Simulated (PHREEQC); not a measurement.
A solution holds 49 mmol/kgw TMAH, 0.15 mmol/kgw K2CO3 and 6.8 mmol/kgw NaCl, at 9.1 °C. Closed to the air; pH follows from the charge balance.

Equilibrium calculation in PHREEQC: ion-association model, wateq4f.dat.

```json
{
  "pH": "13.17",
  "ionic_strength": "0.0562 mol/kgw",
  "total_alkalinity": "49.3 meq/kg"
}
```

| species | molality | activity | log γ |
|---|---|---|---|
| OH- | 0.0490 | 0.0396 | -0.093 |
| (CH3)4N+ | 0.0490 | 0.0398 | -0.090 |
| Cl- | 0.00680 | 0.00550 | -0.092 |
| Na+ | 0.00680 | 0.00558 | -0.086 |
| K+ | 0.000300 | 0.000243 | -0.092 |
| CO3-2 | 0.000146 | 6.79e-5 | -0.333 |
| NaCO3- | 3.66e-6 | 3.02e-6 | -0.083 |
| HCO3- | 1.77e-7 | 1.46e-7 | -0.083 |

No solid was allowed to form. (CH3)4N+ isn't in the database: it is added as a free cation with an ion size of 4 Å. At this temperature some constants are extrapolated from 25 °C, and those without enthalpy data are left unchanged.
